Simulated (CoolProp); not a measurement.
Model: reference Helmholtz-energy equation of state, Akasaka 2020, in CoolProp.

Problem. For R1123, give the phase and the density (kg/m³), speed of sound (m/s) at 313 K and 1.43 MPa; 313 K and 5.71 MPa; 313 K and 7.14 MPa.

Solution. 
- 313 K and 1.43 MPa: gas; density 53.0, speed of sound 168
- 313 K and 5.71 MPa: liquid; density 957, speed of sound 346
- 313 K and 7.14 MPa: liquid; density 978, speed of sound 373
